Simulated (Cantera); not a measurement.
A closed system holds: 1 mol PbO, 0.068 mol H2, 8.9 mol N2, held at 1573.15 K and 0.00560 bar.

Equilibrium computed with Cantera from the NASA thermochemical tables; the gas is ideal and each condensed phase is pure. Candidate condensed phases: H2O, Pb, PbO, PbO2, Pb3O4; 27 gas species. Gases not in the tables: (PbO)n polymers. Equilibrium is a limit: real reactors are often held back by kinetics, nucleation or transport.

Base state: N2 0.876, PbO 0.0551, Pb 0.0434, O2 0.0181, H2O 0.00666, NO 0.000532, OH 7.33e-5, O 1.88e-5 (mole fractions); condensed: gas only.

What changes in the equilibrium state with this change: H2 from 0.068 to 5.6 mol?


| species | before | after |
|---|---|---|
| N2 | 0.876 | 0.574 |
| H2 | 3.18e-6 | 0.297 |
| Pb | 0.0434 | 0.0645 |
| H2O | 0.00666 | 0.0645 |
| O2 | 0.0181 | <1e-9 |
| PbO | 0.0551 | 8.50e-6 |
| NO | 0.000532 | 4.48e-8 |
| O | 1.88e-5 | 1.95e-9 |
| H | 9.71e-7 | 0.000296 |
| OH | 7.33e-5 | 2.33e-6 |
